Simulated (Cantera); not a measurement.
What does this Cantera script print?

```python
import numpy as np
import cantera as ct

gas = ct.Solution("gri30.yaml")
gas.TPX = 348, 610000, {'CO': 1, 'H2': 0.042, 'O2': 0.724, 'N2': 2.72}
flame = ct.FreeFlame(gas, width=0.011)
flame.set_refine_criteria(ratio=3, slope=0.08, curve=0.16)
flame.transport_model = "mixture-averaged"
flame.solve(loglevel=0, auto=True)
z, T = flame.grid, flame.T
thick = (T[-1] - T[0]) / np.gradient(T, z).max()
show = ['CO', 'H2', 'O2', 'N2O', 'CO2', 'NO2']
print(f"laminar burning velocity  {flame.velocity[0] * 100:.3f} cm/s")
print(f"burnt temperature         {T[-1]:.1f} K")
print(f"thermal thickness         {thick * 1e3:.4f} mm")
print(f"grid points               {len(z)}")
z0 = z[flame.heat_release_rate.argmax()]
print(f"{'z/mm':>9s}{'T/K':>9s}{'u/(m/s)':>9s}" + "".join(f"{s:>11s}" for s in show))
rows = []
for k in (-3, -2, -1.5, -1, -0.5, -0.25, 0, 0.25, 0.5, 1, 2, 4, 8):
    zz = z0 + k * thick
    rows.append([k * thick, np.interp(zz, z, T), np.interp(zz, z, flame.velocity),
                 *(np.interp(zz, z, flame.X[gas.species_index(s)]) for s in show)])
    print(f"{rows[-1][0] * 1e3:9.3f}{rows[-1][1]:9.1f}{rows[-1][2]:9.3f}" + "".join(f"{x:11.3e}" for x in rows[-1][3:]))
```

Result:

```
laminar burning velocity  18.433 cm/s
burnt temperature         2212.7 K
thermal thickness         0.1797 mm
grid points               119
     z/mm      T/K  u/(m/s)         CO         H2         O2        N2O        CO2        NO2
   -0.539    348.0    0.184  2.230e-01  9.170e-03  1.614e-01  3.948e-12  2.479e-07  1.192e-10
   -0.359    348.6    0.185  2.230e-01  8.727e-03  1.615e-01  9.015e-11  5.576e-06  2.316e-09
   -0.269    351.8    0.186  2.230e-01  8.071e-03  1.615e-01  9.319e-10  5.679e-05  2.045e-08
   -0.180    379.5    0.200  2.216e-01  6.576e-03  1.610e-01  1.394e-08  8.345e-04  2.492e-07
   -0.090    650.7    0.340  2.002e-01  3.683e-03  1.508e-01  3.062e-07  1.783e-02  2.989e-06
   -0.045   1042.6    0.535  1.613e-01  2.014e-03  1.312e-01  1.013e-06  5.792e-02  1.389e-06
    0.000   1471.2    0.733  1.062e-01  6.461e-04  1.019e-01  2.329e-06  1.219e-01  2.609e-07
    0.045   1739.9    0.847  6.512e-02  2.681e-04  8.025e-02  3.282e-06  1.720e-01  2.654e-07
    0.090   1886.6    0.908  4.388e-02  2.313e-04  6.994e-02  3.525e-06  1.983e-01  3.120e-07
    0.180   2023.1    0.963  2.673e-02  1.760e-04  6.238e-02  3.517e-06  2.194e-01  4.223e-07
    0.359   2118.8    1.001  1.516e-02  1.039e-04  5.759e-02  2.939e-06  2.334e-01  5.375e-07
    0.719   2176.0    1.024  7.873e-03  5.470e-05  5.457e-02  1.828e-06  2.420e-01  5.225e-07
    1.437   2203.5    1.035  4.264e-03  3.053e-05  5.306e-02  1.055e-06  2.463e-01  4.453e-07
```

Model: GRI-Mech 3.0 (53 species, 325 reactions), integrated in Cantera. The hydrogen kinetics of GRI-Mech 3.0 are dated; newer H2 mechanisms differ, most at raised pressure. Burning velocities carry a grid error of a few per cent, more on coarse grids.
